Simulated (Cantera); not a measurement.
Input: 1 mol Si2Cl6, 18 mol NH3, 67 mol N2, held at 17.0 Pa.

Cantera equilibrium calculation (NASA polynomials, part measured and part estimated; ideal gas, pure solids and liquids). Candidate condensed phases: NH4Cl, Si, Si3N4; 28 gas species. The feed counts by its element totals alone. The tables' values for SiCl, SiN are old estimates; treat these amounts as uncertain. Equilibrium is a limit: real reactors are often held back by kinetics, nucleation or transport.

Task: At 1948 K, list the 5 most abundant gas species with their mole fractions, and the condensed phases.

Result: N2 0.690, H2 0.204, HCl 0.0427, H 0.0392, Si 0.0148. Condensed: gas only.
